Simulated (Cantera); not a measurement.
A perfectly stirred reactor is fed with N₂O : H₂ : N₂ = 1 : 0.02 : 3.2 (molar parts), at 160000 Pa; it is held at 1448 K, and followed from long to short residence time.

Detailed kinetics in Cantera: GRI-Mech 3.0 (53 species, 325 reactions). GRI-Mech 3.0 was tuned for natural gas; its chemistry of N2O as a main component is partial and can be far from experiment. The temperature is held fixed by assumption; the heat of reaction is taken as removed at once.

### Question
Predict: x(N₂O) at τ = 2.50 s; x(H₂) at τ = 2.50 s; x(NO₂) at τ = 2.50 s; x(OH) at τ = 2.50 s; x(H₂O₂) at τ = 2.50 s; x(N₂O) at τ = 9.10 ms; x(H₂) at τ = 9.10 ms; x(NO₂) at τ = 9.10 ms; x(OH) at τ = 9.10 ms; x(H₂O₂) at τ = 9.10 ms.

### Answer
- x(N₂O) at τ = 2.50 s = 0.00323
- x(H₂) at τ = 2.50 s = 1.36e-6
- x(NO₂) at τ = 2.50 s = 0.000101
- x(OH) at τ = 2.50 s = 2.40e-5
- x(H₂O₂) at τ = 2.50 s = 2.40e-9
- x(N₂O) at τ = 9.10 ms = 0.163
- x(H₂) at τ = 9.10 ms = 0.000117
- x(NO₂) at τ = 9.10 ms = 0.000155
- x(OH) at τ = 9.10 ms = 7.01e-5
- x(H₂O₂) at τ = 9.10 ms = 1.68e-8
